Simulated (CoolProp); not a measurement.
Saturated liquid density (kg/m³) of decamethyltetrasiloxane (MD2M): the reference equation beside estimates from Tc = 599.4 K, pc = 1.144 MPa, ω = 0.635. Rackett uses Z = 0.29056 − 0.08775 ω.

Values from CoolProp's reference Helmholtz-energy equation of state, Thol 2017.

```csv
T (K),reference,Rackett,van der Waals,Redlich-Kwong,Soave-Redlich-Kwong,Peng-Robinson
284.9,861.8,1014,473.9,704.6,742.2,832.1
296.5,850.3,1001,468.9,696.5,736.2,825.8
308.1,838.7,987.5,463.9,688.1,729.9,819.2
319.7,827.2,974.2,458.7,679.5,723.2,812.1
331.4,815.5,960.5,453.3,670.4,716.2,804.7
343,803.8,946.7,447.8,661.1,708.8,796.8
354.6,792.1,932.7,442.1,651.4,701.0,788.5
366.2,780.3,918.3,436.3,641.4,692.7,779.8
377.8,768.4,903.8,430.3,631.0,684.0,770.5
389.4,756.2,888.9,424.1,620.3,674.8,760.6
401,743.9,873.6,417.8,609.1,665.0,750.1
412.6,731.4,858.0,411.2,597.4,654.7,738.9
424.2,718.5,842.0,404.3,585.3,643.6,726.9
435.8,705.3,825.5,397.2,572.6,631.9,714.1
447.4,691.8,808.5,389.8,559.4,619.3,700.4
```

Absolute difference from the reference over all 15 rows, mean and median: Rackett 17.5 and 17.7 %, van der Waals 44.2 and 44.1 %, Redlich-Kwong 18.1 and 18.0 %, Soave-Redlich-Kwong 11.6 and 11.2 %, Peng-Robinson 1.3 and 1.2 %.
